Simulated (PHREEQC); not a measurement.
PHREEQC input (ion-association model, wateq4f.dat):

```
SOLUTION_MASTER_SPECIES
  An  An-  0  An  62.0  # stands for a non-complexing anion
SOLUTION_SPECIES
  An- = An-
    -log_k 0
    -gamma 3.0 0
PHASES
  Fix_H+
    H+ = H+
    -log_k 0
SOLUTION 1
  temp 25
  units mmol/kgw
  pH 7 charge
  Cl 0.16
  Mn(2) 0.08
  Na 50
  An 50
END
SELECTED_OUTPUT 1
  -reset false
  -pH true
  -pe true
  -ionic_strength true
  -water true
  -totals Cl Mn Na Mn(2) Mn(3) Mn(6) Mn(7)
  -molalities Hfo_wOH Hfo_wOH2+ Hfo_wO- Hfo_sOH Hfo_sOH2+ Hfo_sO- Hfo_sOMn+ Hfo_wOMn+
  -saturation_indices Pyrochroite Halite
USER_PUNCH 1
  -headings sigma psi
  10 PUNCH EDL("sigma", "Hfo"), EDL("psi", "Hfo")
PRINT
  -reset false
USE solution 1
SURFACE 1
  Hfo_wOH 0.00898876 600 4
  Hfo_sOH 0.000224719
EQUILIBRIUM_PHASES 1
  Fix_H+ -3 HAn 10
    -force_equality true
END
# ... the last block is repeated for the other 16 points of pH, with NaOH or the acid as the point needs
```

Selected output (columns that matter, 9 of 17 rows; pH added in front):

```
pH	mu	Cl	Mn	Na	m_Hfo_wOH	m_Hfo_wOH2+	m_Hfo_wO-	m_Hfo_sOH	m_Hfo_sOH2+	m_Hfo_sO-	si_Pyrochroite	si_Halite	sigma	psi
3	0.055871	0.00016	8e-05	0.05	0.00029822	0.0086903	2.3444e-07	7.4555e-06	0.00021726	5.861e-09	-13.628	-6.8607	0.35812	0.16715
4	0.054051	0.00016	7.9986e-05	0.05	0.0017625	0.0072164	9.8617e-06	4.406e-05	0.0001804	2.4653e-07	-11.624	-6.8585	0.29699	0.15841
5	0.052525	0.00016	7.9103e-05	0.05	0.0043569	0.004536	9.5869e-05	0.0001085	0.00011296	2.3875e-06	-9.6256	-6.8566	0.183	0.13443
6	0.051273	0.00016	5.1387e-05	0.05	0.0061385	0.0025047	0.00034464	0.00013462	5.4928e-05	7.5582e-06	-7.8102	-6.855	0.089899	0.099341
7	0.050443	0.00016	2.9918e-06	0.05	0.0067882	0.0014873	0.00070975	0.00011422	2.5025e-05	1.1942e-05	-7.0434	-6.8539	0.034886	0.05616
8	0.05012	0.00016	4.497e-08	0.050079	0.0068972	0.0010452	0.0010427	0.00011394	1.7267e-05	1.7225e-05	-6.8662	-6.8528	0.003319	0.0064758
9	0.050488	0.00016	6.4759e-10	0.050805	0.0068078	0.00073753	0.0014396	0.00011243	1.218e-05	2.3775e-05	-6.7145	-6.847	-0.025477	-0.044058
10	0.051195	0.00015999	1.3547e-11	0.052108	0.0063085	0.00040062	0.0022757	0.00010419	6.6163e-06	3.7583e-05	-6.4495	-6.8369	-0.07342	-0.089492
11	0.053359	0.00015999	9.2419e-13	0.055324	0.0047827	0.00012866	0.0040731	7.8987e-05	2.1248e-06	6.7267e-05	-5.9562	-6.8137	-0.158	-0.12658
```

The oxide is taken as insoluble; below pH 4 it would dissolve.
